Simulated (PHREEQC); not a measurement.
Ultrapure water in contact with air or piping

A made-up water analysis in mg/kgw, 75 °C, pH 6.24, pe 10.2:

| constituent | mg/kgw |
|---|---|
| Na | 0.0108 |
| K | 0.00114 |
| Ca | 0.0105 |
| Mg | 0.000706 |
| Cl | 0.01 |
| S(6) as SO4 | 0.0142 |
| Alkalinity as HCO3 | 0.03 |
| N(5) as NO3 | 7.36e-05 |

Valence states are taken as typed.

All values are PHREEQC results (ion-association model, phreeqc.dat), not measurements.

| Quantity | Value |
|---|---|
| ionic strength | 2.09e-6 mol/kgw |
| charge-balance error | 0.3 % |

| species | molality | activity | log γ |
|---|---|---|---|
| CO2 | 8.57e-7 | 8.57e-7 | 0.000 |
| O2 | 7.40e-7 | 7.40e-7 | 0.000 |
| HCO3- | 7.11e-7 | 7.09e-7 | -0.001 |
| H+ | 5.77e-7 | 5.75e-7 | -0.001 |
| Na+ | 4.70e-7 | 4.69e-7 | -0.001 |
| OH- | 3.57e-7 | 3.57e-7 | -0.001 |
| Cl- | 2.82e-7 | 2.82e-7 | -0.001 |
| Ca+2 | 2.62e-7 | 2.60e-7 | -0.003 |
| SO4-2 | 1.48e-7 | 1.47e-7 | -0.003 |
| K+ | 2.91e-8 | 2.91e-8 | -0.001 |
| Mg+2 | 2.90e-8 | 2.88e-8 | -0.003 |
| NO3- | 1.19e-9 | 1.18e-9 | -0.001 |

No solid was allowed to form. At this temperature some constants are extrapolated from 25 °C, and those without enthalpy data are left unchanged.
